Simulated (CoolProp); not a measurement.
A single-stage vapour-compression cycle with propylene: evaporating at 250.15 K (dew point), condensing at 276.15 K (bubble point), superheat 8 K, subcooling 8 K, compressor efficiency 0.7, no pressure losses. Each further row changes one setting.

Model: reference Helmholtz-energy equation of state, Lemmon 2013, in CoolProp.

```tsv
case	cooling COP	pressure ratio	discharge temperature (K)	refrigerating effect (kJ/kg)	volumetric capacity (kJ/m³)
as stated	6.31	2.32	303.7	379	2180
evaporating temperature 255.15 K	8.10	?	299.4	384	2610
condensing temperature 271.15 K	7.96	2.00	295.5	391	2250
subcooling 13 K	?	2.32	303.7	391	2250
superheat 18 K	6.26	2.32	314.1	394	2170
compressor efficiency 0.6	?	2.32	309.5	379	2180
```

Complete the blanks.


- evaporating temperature 255.15 K, pressure ratio: 1.95
- subcooling 13 K, cooling COP: 6.51
- compressor efficiency 0.6, cooling COP: 5.41
